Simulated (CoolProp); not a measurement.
Vapour pressure (bar) of p-xylene: the reference equation beside estimates from Tc = 343.0 °C, pc = 35.32 bar, ω = 0.324. Clausius-Clapeyron is anchored at 113.25 °C with a constant enthalpy of vaporisation of 37.30 kJ/mol.

Computed with CoolProp (reference Helmholtz-energy equation of state, Zhou 2012).

```json
[
 {"T (°C)": "96.75", "reference": "0.2873", "Clausius-Clapeyron": "0.2933", "van der Waals": "3.077", "Soave-Redlich-Kwong": "0.2779", "Peng-Robinson": "0.2853"},
 {"T (°C)": "100.05", "reference": "0.3214", "Clausius-Clapeyron": "0.3265", "van der Waals": "3.239", "Soave-Redlich-Kwong": "0.3116", "Peng-Robinson": "0.3191"},
 {"T (°C)": "103.35", "reference": "0.3588", "Clausius-Clapeyron": "0.3628", "van der Waals": "3.405", "Soave-Redlich-Kwong": "0.3485", "Peng-Robinson": "0.3562"},
 {"T (°C)": "106.65", "reference": "0.3996", "Clausius-Clapeyron": "0.4024", "van der Waals": "3.578", "Soave-Redlich-Kwong": "0.3889", "Peng-Robinson": "0.3967"},
 {"T (°C)": "109.95", "reference": "0.4440", "Clausius-Clapeyron": "0.4455", "van der Waals": "3.756", "Soave-Redlich-Kwong": "0.4330", "Peng-Robinson": "0.4409"},
 {"T (°C)": "113.25", "reference": "0.4923", "Clausius-Clapeyron": "0.4923", "van der Waals": "3.941", "Soave-Redlich-Kwong": "0.4811", "Peng-Robinson": "0.4889"},
 {"T (°C)": "116.55", "reference": "0.5448", "Clausius-Clapeyron": "0.5432", "van der Waals": "4.131", "Soave-Redlich-Kwong": "0.5334", "Peng-Robinson": "0.5411"},
 {"T (°C)": "119.85", "reference": "0.6017", "Clausius-Clapeyron": "0.5983", "van der Waals": "4.327", "Soave-Redlich-Kwong": "0.5901", "Peng-Robinson": "0.5977"},
 {"T (°C)": "123.15", "reference": "0.6632", "Clausius-Clapeyron": "0.6580", "van der Waals": "4.530", "Soave-Redlich-Kwong": "0.6516", "Peng-Robinson": "0.6589"},
 {"T (°C)": "126.45", "reference": "0.7296", "Clausius-Clapeyron": "0.7224", "van der Waals": "4.739", "Soave-Redlich-Kwong": "0.7181", "Peng-Robinson": "0.7250"},
 {"T (°C)": "129.75", "reference": "0.8011", "Clausius-Clapeyron": "0.7920", "van der Waals": "4.954", "Soave-Redlich-Kwong": "0.7899", "Peng-Robinson": "0.7964"},
 {"T (°C)": "133.05", "reference": "0.8782", "Clausius-Clapeyron": "0.8670", "van der Waals": "5.175", "Soave-Redlich-Kwong": "0.8674", "Peng-Robinson": "0.8732"}
]
```

Absolute difference from the reference over all 12 rows, mean and median: Clausius-Clapeyron 0.9 and 0.9 %, van der Waals 698.9 and 679.4 %, Soave-Redlich-Kwong 2.2 and 2.2 %, Peng-Robinson 0.7 and 0.7 %.
